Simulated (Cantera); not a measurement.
An adiabatic, constant-volume homogeneous reactor starts with CH4 : O2 : N2 = 1 : 1.33 : 5.01 (molar parts), at 1048 K and 1300000 Pa. Integrator tolerance rtol = 1e-08.

Computed with Cantera and GRI-Mech 3.0 (53 species, 325 reactions). The pressure lies above the range GRI-Mech 3.0 was tuned for (to about 10 atm).

Task: What does this change do: constant pressure in place of constant volume?

Result: 
```csv
quantity,before,after
time of steepest temperature rise,32.5 ms,33.6 ms
temperature at 3.00 s,2823 K,2474 K
equilibrium temperature,2823 K,2474 K
x(CH4) at 3.00 s,3.22e-10 (gas-phase equilibrium 3.61e-10),1.39e-10 (gas-phase equilibrium 1.56e-10)
x(O2) at 3.00 s,8.12e-5 (gas-phase equilibrium 8.12e-5),1.10e-5 (gas-phase equilibrium 1.10e-5)
x(H) at 3.00 s,0.00391 (gas-phase equilibrium 0.00391),0.00172 (gas-phase equilibrium 0.00172)
x(CO2) at 3.00 s,0.0311 (gas-phase equilibrium 0.0311),0.0338 (gas-phase equilibrium 0.0338)
x(NO) at 3.00 s,0.000666 (gas-phase equilibrium 0.000666),0.000142 (gas-phase equilibrium 0.000142)
x(CH3) at 3.00 s,2.82e-10 (gas-phase equilibrium 3.16e-10),5.67e-11 (gas-phase equilibrium 6.36e-11)
```
